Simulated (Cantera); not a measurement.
Input: 1 mol FeS₂, 0.13 mol O₂, equilibrated at 1598 K and 44000 Pa.

Method: chemical equilibrium by Gibbs-energy minimisation in Cantera with the NASA 1993 tables (ideal gas, pure condensed phases). Candidate condensed phases: Fe, FeO, FeS, FeSO₄, FeS₂, Fe₂O₃, Fe₂(SO₄)₃, Fe₃O₄, S; 12 gas species. FeS: taken at fixed stoichiometry. Rates play no part.

Base state: S₂ 0.758, SO₂ 0.219, S₂O 0.0152, SO 0.00836, S 0.000155 (mole fractions); condensed: FeS(l).

Question: What changes in the equilibrium state with this change: O₂ from 0.13 to 6.6 mol?

Answer: 
```tsv
species	before	after
O₂	3.74e-9	0.657
SO₂	0.219	0.338
SO₃	2.07e-7	0.00426
S₂	0.758	<1e-9
S₂O	0.0152	<1e-9
S	0.000155	<1e-9
O	1.31e-9	1.73e-5
FeS(l), mol	1.00	0
Fe₂O₃(s), mol	0	0.500
```

Question: What changes in the equilibrium state with this change: 0.00071 mol CH₄ added?

Answer: 
```tsv
species	before	after
S₂	0.758	0.756
SO₂	0.219	0.216
S₂O	0.0152	0.0151
H₂O	0	0.00170
CO₂	0	0.000835
CO	0	0.000402
H₂S	0	0.000367
FeS(l), mol	1.00	1.00
```
Further candidate phases: C, C₆H₆, C₇H₈, C₈H₁₈, Fe(CO)₅, Fe(OH)₂, Fe(OH)₃, H₂O, H₂SO₄.
